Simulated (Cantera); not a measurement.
A perfectly stirred reactor is fed with NH₃ : N₂ = 1 : 5.7 (molar parts), at 2670 Pa; it is held at 1898 K, and followed from long to short residence time.

Cantera simulation using the gas-phase N/H chemistry of the illustrative SiF4/NH3 mechanism in the Surface Chemkin manual (1991); the numbers are that mechanism's predictions, not measurements. Walls and surfaces, which speed up NH3 decomposition in real reactors, are not modelled.

What does this change do: pressure from 2670 Pa to 39000 Pa?


| quantity | before | after |
|---|---|---|
| x(NH₃) at τ = 7.20 s | 0.0343 | 0.00733 |
| x(N₂H₄) at τ = 7.20 s | 3.73e-10 | 3.60e-10 |
| x(H₂) at τ = 7.20 s | 0.150 | 0.185 |
| x(H) at τ = 7.20 s | 0.000176 | 0.000260 |
| x(N) at τ = 7.20 s | 7.80e-7 | 3.23e-7 |
| x(NH₃) at τ = 29.0 ms | 0.147 | 0.135 |
| x(N₂H₄) at τ = 29.0 ms | 4.45e-9 | 2.85e-8 |
| x(H₂) at τ = 29.0 ms | 0.00233 | 0.0187 |
| x(H) at τ = 29.0 ms | 3.06e-6 | 1.32e-5 |
| x(N) at τ = 29.0 ms | 3.41e-8 | 1.59e-7 |
